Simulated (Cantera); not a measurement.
# NO annealing gas

An isothermal, constant-pressure homogeneous reactor starts with NO : N2 = 1 : 10 (molar parts), at 1800 K and 0.132 atm.

Computed with Cantera and GRI-Mech 3.0 (53 species, 325 reactions).

| t (s) | x NO | x O2 | x N2 | x N2O | x O | x NO2 |
|---|---|---|---|---|---|---|
| 0.000200 | 0.0909 | 3.18e-11 | 0.909 | 5.06e-8 | 5.04e-8 | 9.72e-10 |
| 0.000773 | 0.0909 | 4.69e-10 | 0.909 | 1.92e-7 | 1.89e-7 | 1.33e-8 |
| 0.00299 | 0.0909 | 6.98e-9 | 0.909 | 6.83e-7 | 6.93e-7 | 1.48e-7 |
| 0.0116 | 0.0909 | 1.37e-7 | 0.909 | 1.97e-6 | 2.74e-6 | 1.10e-6 |
| 0.0447 | 0.0909 | 4.20e-6 | 0.909 | 3.26e-6 | 9.47e-6 | 4.52e-6 |
| 0.173 | 0.0908 | 4.40e-5 | 0.909 | 3.35e-6 | 1.20e-5 | 5.80e-6 |
| 0.669 | 0.0905 | 0.000207 | 0.909 | 3.32e-6 | 1.28e-5 | 6.19e-6 |
| 2.59 | 0.0892 | 0.000846 | 0.910 | 3.22e-6 | 1.54e-5 | 7.49e-6 |
| 10.0 | 0.0841 | 0.00339 | 0.912 | 2.84e-6 | 2.28e-5 | 1.08e-5 |
x: mole fraction; the columns are a selection and need not sum to one.

Equilibrium at this temperature and pressure: NO 0.00211, O2 0.0444, N2 0.953, N2O 4.87e-8, O 7.06e-5, NO2 8.87e-7 (gas phase only).
